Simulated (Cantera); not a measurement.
An isothermal, constant-pressure homogeneous reactor starts with 0.667 % CH₄, 2.61 % O₂, 96.7 % N₂, equivalence ratio 0.51, at 1500 K and 1.00 atm.

Computed with Cantera and GRI-Mech 3.0 (53 species, 325 reactions).

Predict: x(O₂) at 200 s; x(N₂O) at 200 s; x(NO) at 200 s; x(HO₂) at 200 s; x(O) at 200 s.


| Property | Value |
|---|---|
| x(O₂) at 200 s | 0.0128 (gas-phase equilibrium 0.0126) |
| x(N₂O) at 200 s | 2.29e-8 (gas-phase equilibrium 2.28e-8) |
| x(NO) at 200 s | 5.28e-6 (gas-phase equilibrium 0.000334) |
| x(HO₂) at 200 s | 8.70e-9 (gas-phase equilibrium 8.62e-9) |
| x(O) at 200 s | 4.58e-7 (gas-phase equilibrium 4.55e-7) |
